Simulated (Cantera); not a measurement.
Input (Python, Cantera) and output of one run.

```python
import numpy as np
import cantera as ct

gas_names = """
    C CN CO CO2 C2 CCN CNC C2N2 C2O C3 C3O2 C4 C4N2 C5 Fe FeC5O5 FeO N NCO NO NO2 NO3 N2 N2O O O2 O3
""".split()
cond_names = """
    C(gr) Fe(a) Fe(c) Fe(d) Fe(L) FeC5O5(L) FeO(s) FeO(L) Fe2O3(s) Fe3O4(s)
""".split()


# ... load() reads the species with a 1 bar reference pressure and builds the phases ...
atoms = {
    'Fe(CO)5': {'Fe': 1, 'C': 5, 'O': 5},
    'CO': {'C': 1, 'O': 1},
    'N2': {'N': 2},
}
top_T = {'C(gr)': 4500, 'Fe2O3(s)': 1830, 'Fe3O4(s)': 1870}  # K; cautious upper limits of use, not melting points


# ... equilibrate(T, P, feed) seeds the gas with the atoms and calls Mixture.equilibrate('TP', solver="vcs", rtol=1e-11, max_steps=5000) ...
results = []
feed = {'Fe(CO)5': 1, 'CO': 3.7, 'N2': 0.39}  # mol
P = 600  # Pa
for T in [823, 923, 1023, 1123, 1223, 1323, 1423, 1523]:
    mix = equilibrate(T, P, feed)
    results.append((T, P, feed, dict(zip(mix.species_names, mix.species_moles))))

top = {s: max(r[3][s] / sum(r[3][g] for g in gas_names) for r in results) for s in gas_names}
cols = sorted((s for s in top if top[s] > 1e-05), key=lambda s: -top[s])[:6]
seen = [c for c in cond_names if any(r[3].get(c, 0) > 1e-12 for r in results)]
print("log10 of partial pressures in bar; condensed amounts in mol")
print(f"{'T/K':>10s}" + "".join(f"{s[:9]:>10s}" for s in cols + seen))
for T, P, feed, n in results:
    ng = sum(n[g] for g in gas_names)
    print(f"{T:10.4g}" + "".join(f"{np.log10(max(n[s] / ng * P / 1e5, 1e-99)):10.3f}" for s in cols)
          + "".join(f"{n.get(c, 0):10.4g}" for c in seen))
```

Result:

```
log10 of partial pressures in bar; condensed amounts in mol
       T/K        CO       CO2        N2        Fe     C(gr)     Fe(a)     Fe(c)
       823    -2.332    -2.983    -3.520   -18.438     1.342         1         0
       923    -2.249    -3.999    -3.582   -15.611    0.1494         1         0
      1023    -2.242    -4.930    -3.588   -13.348   0.01776         1         0
      1123    -2.241    -5.701    -3.589   -11.507  0.003013         1         0
      1223    -2.241    -6.343    -3.589    -9.976 0.0006871         0         1
      1323    -2.241    -6.885    -3.589    -8.682 0.0001974         0         1
      1423    -2.241    -7.348    -3.589    -7.574 6.804e-05         0         1
      1523    -2.241    -7.747    -3.589    -6.615 2.714e-05         0    0.9996
```

Cantera equilibrium calculation (NASA polynomials, part measured and part estimated; ideal gas, pure solids and liquids). Condensed phases not in the tables: cementite and carbon dissolved in iron.
